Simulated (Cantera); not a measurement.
An adiabatic, constant-volume homogeneous reactor starts with H₂ : O₂ : N₂ = 1 : 1.47 : 5.53 (molar parts), equivalence ratio 0.34, at 975 K and 5.00 bar. Integrator tolerance rtol = 1e-08.

Model: the H2/O2 subset of GRI-Mech 3.0, which has no nitrogen chemistry, integrated in Cantera. The hydrogen kinetics of GRI-Mech 3.0 are dated; newer H2 mechanisms differ, most at raised pressure.

What does this change do: O2 1.47 to 0.59 parts?


| quantity | before | after |
|---|---|---|
| time of steepest temperature rise | 33.5 ms | 33.8 ms |
| temperature at 3.00 s | 2107 K | 2244 K |
| equilibrium temperature | 2107 K | 2244 K |
| x(H₂) at 3.00 s | 7.27e-5 (gas-phase equilibrium 7.27e-5) | 0.000594 (gas-phase equilibrium 0.000594) |
| x(O₂) at 3.00 s | 0.129 (gas-phase equilibrium 0.129) | 0.0133 (gas-phase equilibrium 0.0133) |
| x(H₂O₂) at 3.00 s | 3.93e-7 (gas-phase equilibrium 3.93e-7) | 2.16e-7 (gas-phase equilibrium 2.16e-7) |
| x(O) at 3.00 s | 0.000166 (gas-phase equilibrium 0.000166) | 0.000126 (gas-phase equilibrium 0.000126) |
| x(OH) at 3.00 s | 0.00193 (gas-phase equilibrium 0.00193) | 0.00201 (gas-phase equilibrium 0.00201) |

What does this change do: pressure from 5.00 bar to 0.390 bar?


```csv
quantity,before,after
time of steepest temperature rise,33.5 ms,0.610 ms
temperature at 3.00 s,2107 K,2095 K
equilibrium temperature,2107 K,2095 K
x(H₂) at 3.00 s,7.27e-5 (gas-phase equilibrium 7.27e-5),0.000238 (gas-phase equilibrium 0.000238)
x(O₂) at 3.00 s,0.129 (gas-phase equilibrium 0.129),0.128 (gas-phase equilibrium 0.128)
x(H₂O₂) at 3.00 s,3.93e-7 (gas-phase equilibrium 3.93e-7),1.04e-7 (gas-phase equilibrium 1.04e-7)
x(O) at 3.00 s,0.000166 (gas-phase equilibrium 0.000166),0.000544 (gas-phase equilibrium 0.000544)
x(OH) at 3.00 s,0.00193 (gas-phase equilibrium 0.00193),0.00343 (gas-phase equilibrium 0.00343)
```
